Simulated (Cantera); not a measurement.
A closed system holds: 1 mol SiH4, 1.7 mol NH3, 0.24 mol H2, held at 54.0 Pa.

These are equilibrium values from Cantera (NASA tables, ideal gas, pure condensed phases), not measurements of a reactor. Candidate condensed phases: Si, Si3N4; 18 gas species. Mutual solubility and eutectic melting of coexisting phases are not modelled. Kinetics and transport are ignored.

Problem. Which condensed phases are stable at each of these points (T (°C)): 702, 802, 902, 1002, 1102, 1202, 1302, 1402?

Solution. 
```
T (°C)  condensed phases  Si condensed (%)
------  ----------------  ----------------
702             Si3N4(s)             100.0
802             Si3N4(s)             100.0
902             Si3N4(s)             100.0
1002            Si3N4(s)             100.0
1102            Si3N4(s)             100.0
1202    Si(s) + Si3N4(s)             100.0
1302               Si(s)              99.9
1402               Si(s)              99.5
```

From 702 °C to 1102 °C the condensed part is Si3N4(s). At 1202 °C the condensed part is Si(s) + Si3N4(s). From 1302 °C to 1402 °C the condensed part is Si(s).
